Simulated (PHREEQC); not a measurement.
Solution (20 °C): 0.05 mol HF, 5.7e-05 mol KF and 5.6e-05 mol (NH4)2SiF6 per kg of water. Closed to the air; pH follows from the charge balance.

The numbers come from PHREEQC with the ion-association model, phreeqc.dat.

Precipitation was switched off in this run.

What pH, ionic strength does the model give?

pH 2.22; ionic strength 0.00671 mol/kgw.

In which forms is F present?

HF 85 %, F- 11 %, HF2- 3.5 %, SiF6-2 0.7 % of the F.

Species that the database lacks are ignored. SiF6-2 is the database's only silicon fluoride.
